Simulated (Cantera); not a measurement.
## Transport properties of process gases

Gas mixture: C3H8 : H2O : C2H4 = 0.89 : 0.46 : 0.69 (molar parts), at 0.000523 atm, frozen composition.

Cantera's kinetic-theory transport with the Lennard-Jones parameters of GRI-Mech 3.0, ideal gas; thermal conductivity in the multicomponent form. Polar gases are described roughly by these parameters. The composition is frozen, though it would react at the higher temperatures.

```csv
T (K),ρ (kg/m³),cp (J/kg/K),μ (µPa s),λ (mW/m/K),Pr,D (cm²/s) H2,D (cm²/s) OH,D (cm²/s) N2
400,0.000523,2031,12.2,33.0,0.749,1820,716,471
600,0.000348,2693,17.5,61.9,0.763,3660,1460,969
800,0.000261,3192,22.3,92.2,0.771,5950,2400,1590
1000,0.000209,3578,26.6,123,0.776,8660,3500,2330
1200,0.000174,3854,30.5,151,0.777,11700,4760,3180
1400,0.000149,4082,34.1,179,0.778,15200,6160,4110
1600,0.000131,4267,37.5,205,0.779,18900,7690,5140
1800,0.000116,4417,40.8,231,0.780,23000,9360,6260
```
D: mixture-averaged diffusion coefficient of that species in the mixture.
